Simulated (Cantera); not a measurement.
Predominance diagram of Zr at 1350 K against the partial pressures of O₂ and N₂ (log10, bar). Source: NASA polynomial tables (part measured, part estimated), evaluated in Cantera. Candidates: Zr(β), ZrN(s), ZrO₂(monoclinic). Only these pure phases compete in this equilibrium. ZrN: taken at fixed stoichiometry.

```
log p(N₂) \ log p(O₂)
        columns: -29, -27.1, -25.1, -23.2, -21.3, -19.3, -17.4, -15.5, -13.5, -11.6, -9.7, -7.7, -5.8, -3.9, -1.9, 0
      1  A A A A B B B B B B B B B B B B
   -0.6  A A A B B B B B B B B B B B B B
   -2.2  A A A B B B B B B B B B B B B B
   -3.8  A A B B B B B B B B B B B B B B
   -5.4  A A B B B B B B B B B B B B B B
     -7  A A B B B B B B B B B B B B B B
   -8.6  A B B B B B B B B B B B B B B B
  -10.2  A B B B B B B B B B B B B B B B
  -11.8  B B B B B B B B B B B B B B B B
  -13.4  B B B B B B B B B B B B B B B B
    -15  B B B B B B B B B B B B B B B B
```

A: ZrN(s); B: ZrO₂(monoclinic).
